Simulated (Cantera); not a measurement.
Charge: 1 mol Ta2O5, 4.2 mol CO, 7.6 mol H2, equilibrated at 100000 Pa.

Equilibrium computed with Cantera from the NASA thermochemical tables; the gas is ideal and each condensed phase is pure. Candidate condensed phases: C, C6H6, C7H8, C8H18, H2O, Ta, TaC, Ta2O5; 113 gas species. Mutual solubility and eutectic melting of coexisting phases are not modelled. TaC: taken at fixed stoichiometry. Condensed phases not in the tables: Ta2C. Rates play no part. All values below are at 1473 K.

Base state: H2 0.642, CO 0.355, H2O 0.00246, CO2 0.000549, CH4 0.000235, H 1.01e-5 (mole fractions); condensed: TaC(s) + Ta2O5(s).

Q: What changes in the equilibrium state with this change: H2 from 7.6 to 0.49 mol?

A: 
| species | before | after |
|---|---|---|
| CO | 0.355 | 0.894 |
| H2 | 0.642 | 0.104 |
| CO2 | 0.000549 | 0.00180 |
| H2O | 0.00246 | 0.000519 |
| CH4 | 0.000235 | 1.19e-5 |
| H | 1.01e-5 | 4.08e-6 |
| TaC(s), mol | 0.00934 | 0.00309 |
| Ta2O5(s), mol | 0.995 | 0.998 |
